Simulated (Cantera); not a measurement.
Mixture: C3H8 : O2 : N2 = 1 : 6.02 : 22.7 (molar parts), equivalence ratio 0.83, at 500000 Pa, adiabatic and at constant pressure. Ignition delay is the time to a rise of 400 K.

Cantera simulation using GRI-Mech 3.0 (53 species, 325 reactions); the numbers are that mechanism's predictions, not measurements. GRI-Mech 3.0 was tuned for natural gas; its chemistry of propane as a main component is partial and can be far from experiment.

Q: What does this change do: constant volume in place of constant pressure?

A: 
| quantity | before | after |
|---|---|---|
| delay at 1000 K | 0.139 s | 0.136 s |
| delay at 1150 K | 6.89 ms | 6.60 ms |
| delay at 1300 K | 0.437 ms | 0.407 ms |
| delay at 1450 K | 51.8 µs | 47.2 µs |
| delay at 1600 K | 11.9 µs | 10.6 µs |
| apparent activation energy between 1450 and 1600 K | 190 kJ/mol | 190 kJ/mol |
